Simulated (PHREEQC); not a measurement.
Consider water at 20 °C with 0.15 mol HBr, 0.011 mol AlCl3 and 0.0004 mol CuCl2 per kg of water. Closed to the air; pH follows from the charge balance.

Computed with PHREEQC (ion-association model, phreeqc.dat).

No solid was allowed to form.

Task: Predict the pH, density.

Result: pH 0.92; density 1.008 g/cm³.

Task: In which forms is Cu present?

Result: Cu+2 98 %, CuCl+ 2.2 % of the Cu.

Complexes and solids missing from the database can't appear.
